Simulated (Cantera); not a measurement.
Charge: 1 mol SiO2, 1.7 mol H2, 3.2 mol N2, equilibrated at 1 atm.

Method: chemical equilibrium by Gibbs-energy minimisation in Cantera with the NASA 1993 tables (ideal gas, pure condensed phases). Candidate condensed phases: H2O, Si, SiO2, Si2N2O, Si3N4; 35 gas species. N2 is the only nitrogen source here; it is nearly inert below about 1500 K, so the nitride shown seldom forms there in practice. Mutual solubility and eutectic melting of coexisting phases are not modelled. The tables hold silica as quartz up to 1696 K and as liquid above; real silica turns to tridymite and cristobalite and melts near 1996 K. Gases not in the tables: Si(OH)4. Equilibrium is a limit: real reactors are often held back by kinetics, nucleation or transport.

x: gas mole fraction; n: condensed amount in mol.

```csv
T (K),x N2,x H2,x SiO,x H2O,x H,n SiO2(β-quartz),n Si2N2O(s),n SiO2(condensed),n SiO2(l)
1148,0.653,0.347,1.03e-11,8.62e-5,4.19e-8,1.000,0.000141,0,0
1248,0.653,0.347,7.22e-10,0.000121,2.73e-7,1.000,0.000198,0,0
1348,0.653,0.347,2.67e-8,0.000162,1.35e-6,0.999,0.000265,0,0
1448,0.653,0.347,[?],[?],[?],0.999,[?],0,0
1548,0.653,0.347,8.76e-6,0.000257,1.80e-5,0.999,0.000405,0,0
1648,0.653,0.347,9.23e-5,0.000309,5.21e-5,0.999,0.000354,0,0
1748,0.653,0.346,0.000513,0.000513,0.000134,0,0,0.997,0
1848,0.652,0.345,0.00136,0.00136,0.000309,0,0,0.993,0
1948,0.651,0.342,[?],[?],[?],0,0,0.984,0
2048,0.648,0.337,0.00705,0.00705,0.00129,0,0,0,0.965
2148,0.643,0.326,0.0141,0.0141,0.00237,0,0,0,0.930
```

Problem. Fill in the missing entries.

Solution. 
- 1948, x SiO: 0.00325
- 1948, x H2O: 0.00325
- 1948, x H: 0.000657
- 1448, x SiO: 5.94e-7
- 1448, x H2O: 0.000208
- 1448, x H: 5.39e-6
- 1448, n Si2N2O(s): 0.000338
